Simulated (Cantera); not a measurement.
Input (Python, Cantera) and output of one run.

```python
import numpy as np
import cantera as ct

gas_names = [...]  # 136 gases of nasa_gas.yaml made of C, H, N, O
cond_names = """
    C(gr) C6H6(L) C7H8(L) C8H18(L),n-octa H2O(s) H2O(L)
""".split()


# ... load() reads the species with a 1 bar reference pressure and builds the phases ...
atoms = {
    'C6H6': {'C': 6, 'H': 6},
    'NH3': {'N': 1, 'H': 3},
    'H2': {'H': 2},
    'O2': {'O': 2},
}
top_T = {'C(gr)': 4500}  # K; cautious upper limits of use, not melting points


# ... equilibrate(T, P, feed) seeds the gas with the atoms and calls Mixture.equilibrate('TP', solver="vcs", rtol=1e-11, max_steps=5000) ...
results = []
feed = {'C6H6': 1, 'NH3': 0.51, 'H2': 0.94, 'O2': 0.86}  # mol
P = 10000  # Pa
for T in [1223, 1298, 1373, 1448, 1523, 1598, 1673, 1748, 1823, 1898, 1973, 2048, 2123, 2198]:
    mix = equilibrate(T, P, feed)
    results.append((T, P, feed, dict(zip(mix.species_names, mix.species_moles))))
    x = sorted(zip(gas.X, gas.species_names), reverse=True)
    print(f"T = {T:g} K  P = {P:g} Pa  gas = {mix.phase_moles(0):.4g} mol")
    print("   x: " + "  ".join(f"{s} {v:.3e}" for v, s in x if v > 1e-06))
    print("   condensed (mol): " + ("  ".join(f"{mix.phase(i).name} {mix.phase_moles(i):.4g}"
          for i in range(1, mix.n_phases) if mix.phase_moles(i) > 1e-12) or "none"))
```

Result:

```
T = 1223 K  P = 10000 Pa  gas = 6.673 mol
   x: H2 7.034e-01  CO 2.572e-01  N2 3.821e-02  CH4 6.593e-04  H2O 3.635e-04  CO2 9.102e-05  HCN 1.569e-05  NH3 1.983e-06
   condensed (mol): C(gr) 4.279
T = 1298 K  P = 10000 Pa  gas = 6.676 mol
   x: H2 7.038e-01  CO 2.574e-01  N2 3.818e-02  CH4 3.946e-04  H2O 1.684e-04  CO2 3.509e-05  HCN 3.330e-05  H 2.843e-06  NH3 1.443e-06
   condensed (mol): C(gr) 4.278
T = 1373 K  P = 10000 Pa  gas = 6.678 mol
   x: H2 7.040e-01  CO 2.575e-01  N2 3.815e-02  CH4 2.495e-04  H2O 8.485e-05  HCN 6.505e-05  CO2 1.507e-05  H 8.835e-06  C2H2,acetylene 1.217e-06  NH3 1.085e-06
   condensed (mol): C(gr) 4.279
T = 1448 K  P = 10000 Pa  gas = 6.679 mol
   x: H2 7.040e-01  CO 2.575e-01  N2 3.812e-02  CH4 1.654e-04  HCN 1.184e-04  H2O 4.593e-05  H 2.446e-05  CO2 7.087e-06  C2H2,acetylene 3.346e-06  HNC 1.678e-06
   condensed (mol): C(gr) 4.278
T = 1523 K  P = 10000 Pa  gas = 6.679 mol
   x: H2 7.040e-01  CO 2.575e-01  N2 3.807e-02  HCN 2.031e-04  CH4 1.141e-04  H 6.132e-05  H2O 2.644e-05  C2H2,acetylene 8.318e-06  HNC 3.689e-06  CO2 3.603e-06
   condensed (mol): C(gr) 4.278
T = 1598 K  P = 10000 Pa  gas = 6.68 mol
   x: H2 7.039e-01  CO 2.575e-01  N2 3.801e-02  HCN 3.307e-04  H 1.412e-04  CH4 8.158e-05  C2H2,acetylene 1.896e-05  H2O 1.604e-05  HNC 7.522e-06  CO2 1.958e-06
   condensed (mol): C(gr) 4.277
T = 1673 K  P = 10000 Pa  gas = 6.681 mol
   x: H2 7.037e-01  CO 2.575e-01  N2 3.791e-02  HCN 5.148e-04  H 3.021e-04  CH4 6.012e-05  C2H2,acetylene 4.009e-05  HNC 1.437e-05  H2O 1.019e-05  CO2 1.127e-06
   condensed (mol): C(gr) 4.276
T = 1748 K  P = 10000 Pa  gas = 6.682 mol
   x: H2 7.033e-01  CO 2.574e-01  N2 3.777e-02  HCN 7.707e-04  H 6.059e-04  C2H2,acetylene 7.941e-05  CH4 4.549e-05  HNC 2.593e-05  H2O 6.733e-06
   condensed (mol): C(gr) 4.273
T = 1823 K  P = 10000 Pa  gas = 6.684 mol
   x: H2 7.026e-01  CO 2.573e-01  N2 3.757e-02  H 1.148e-03  HCN 1.114e-03  C2H2,acetylene 1.485e-04  HNC 4.450e-05  CH4 3.522e-05  H2O 4.606e-06  CH3 1.162e-06
   condensed (mol): C(gr) 4.27
T = 1898 K  P = 10000 Pa  gas = 6.687 mol
   x: H2 7.015e-01  CO 2.572e-01  N2 3.732e-02  H 2.070e-03  HCN 1.562e-03  C2H2,acetylene 2.639e-04  HNC 7.303e-05  CH4 2.782e-05  H2O 3.247e-06  CH3 1.646e-06
   condensed (mol): C(gr) 4.265
T = 1973 K  P = 10000 Pa  gas = 6.692 mol
   x: H2 6.997e-01  CO 2.570e-01  N2 3.698e-02  H 3.569e-03  HCN 2.130e-03  C2H2,acetylene 4.482e-04  HNC 1.152e-04  CH4 2.235e-05  H2O 2.351e-06  CH3 2.265e-06
   condensed (mol): C(gr) 4.259
T = 2048 K  P = 10000 Pa  gas = 6.7 mol
   x: H2 6.970e-01  CO 2.567e-01  N2 3.656e-02  H 5.912e-03  HCN 2.831e-03  C2H2,acetylene 7.308e-04  HNC 1.751e-04  CH4 1.821e-05  CH3 3.036e-06  H2O 1.741e-06
   condensed (mol): C(gr) 4.25
T = 2123 K  P = 10000 Pa  gas = 6.712 mol
   x: H2 6.932e-01  CO 2.563e-01  N2 3.603e-02  H 9.445e-03  HCN 3.675e-03  C2H2,acetylene 1.148e-03  HNC 2.577e-04  CH4 1.501e-05  CH3 3.973e-06  CN 1.536e-06  H2O 1.314e-06
   condensed (mol): C(gr) 4.238
T = 2198 K  P = 10000 Pa  gas = 6.729 mol
   x: H2 6.876e-01  CO 2.556e-01  N2 3.537e-02  H 1.460e-02  HCN 4.669e-03  C2H2,acetylene 1.743e-03  HNC 3.678e-04  CH4 1.248e-05  CH3 5.080e-06  CN 3.517e-06  C4H2 1.799e-06  C2H 1.275e-06  H2O 1.009e-06
   condensed (mol): C(gr) 4.222
```

These are equilibrium values from Cantera (NASA tables, ideal gas, pure condensed phases), not measurements of a reactor.
